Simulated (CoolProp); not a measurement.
The numbers come from the reference Helmholtz-energy equation of state, Schmidt 1985 in CoolProp.

Problem. For oxygen, give the phase and the density (kg/m³), cp (kJ/(kg K)), expansivity (1/kK), Prandtl number at 86 K and 33.6 MPa.

Solution. 
- 86 K and 33.6 MPa: liquid; density 1220, cp 1.61, expansivity 3.16, Prandtl number 2.61

Viscosity comes from a separate model (Lemmon 2004). Thermal conductivity comes from a separate model (Lemmon 2004).
